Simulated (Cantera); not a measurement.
What does this Cantera script print?

```python
import numpy as np
import cantera as ct

gas_names = """
    H H2 N NH NH2 NH3 N2 N2H2 N2H4 Si SiH SiH2 SiH3 SiH4 SiN Si2 Si2N Si3
""".split()
cond_names = """
    Si(cr) Si(L) Si3N4(a)
""".split()


# ... load() reads the species with a 1 bar reference pressure and builds the phases ...
atoms = {
    'SiH4': {'Si': 1, 'H': 4},
    'NH3': {'N': 1, 'H': 3},
    'N2': {'N': 2},
}
top_T = {'Si3N4(a)': 2400}  # K; cautious upper limits of use, not melting points


# ... equilibrate(T, P, feed) seeds the gas with the atoms and calls Mixture.equilibrate('TP', solver="vcs", rtol=1e-11, max_steps=5000) ...
results = []
feed = {'SiH4': 1, 'NH3': 0.24, 'N2': 8.9}  # mol
T = 2075  # K
P = 1100  # Pa
mix = equilibrate(T, P, feed)
results.append((T, P, feed, dict(zip(mix.species_names, mix.species_moles))))
print(gas.report(threshold=1e-05))
for i in range(1, mix.n_phases):
    print(f"{mix.phase(i).name:16s} {mix.phase_moles(i):12.5e} mol")
```

Output:

```
       temperature   2075 K
          pressure   1100 Pa
           density   0.001439 kg/m^3
  mean mol. weight   22.569 kg/kmol
   phase of matter   gas

                          1 kg             1 kmol
                     ---------------   ---------------
          enthalpy        2.8672e+06         6.471e+07  J
   internal energy        2.1028e+06        4.7458e+07  J
           entropy             12490        2.8189e+05  J/K
    Gibbs function        -2.305e+07       -5.2021e+08  J
 heat capacity c_p            1573.4             35509  J/K
 heat capacity c_v              1205             27195  J/K

                      mass frac. Y      mole frac. X     chem. pot. / RT
                     ---------------   ---------------   ---------------
                 H        0.00050521          0.011312           -12.863
                H2           0.01772           0.19838           -25.726
                N2           0.96845           0.78021           -31.824
                Si          0.011525         0.0092617           -6.0948
               SiH        0.00031933        0.00024772           -18.958
              SiH2        4.2371e-05        3.1769e-05           -31.821
               SiN        0.00035063          0.000188           -22.007
               Si2        0.00028429        0.00011423            -12.19
              Si2N        0.00071726        0.00023067           -28.101
               Si3        8.8181e-05        2.3621e-05           -18.284
     [   +8 minor]        3.8211e-08        5.0347e-08

Si(L)             8.78759e-01 mol
Si3N4(a)          0.00000e+00 mol
```

Cantera equilibrium calculation (NASA polynomials, part measured and part estimated; ideal gas, pure solids and liquids). The tables' values for SiN are old estimates; treat these amounts as uncertain. Gases not in the tables: Si2H6 and higher silanes.
